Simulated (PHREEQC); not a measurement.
Make-up at 20 °C: 0.0096 mol/kgw (NH4)2SiF6. It is in equilibrium with CO2 at log p = -3.5 (atm). Otherwise closed; pH follows from the charge balance.

Equilibrium calculation in PHREEQC: ion-association model, phreeqc.dat.

No solid was allowed to form.

What pH, ionic strength does the model give?

pH 3.17; ionic strength 0.0290 mol/kgw.

In which forms is F present?

SiF6-2 94 %, F- 3.3 %, HF 2.6 % of the F.

Saturation is exceeded, for instance for Quartz (slow to form), Chalcedony (slow to form); the values hold only as long as no solid forms. SiF6-2 is the database's only silicon fluoride.
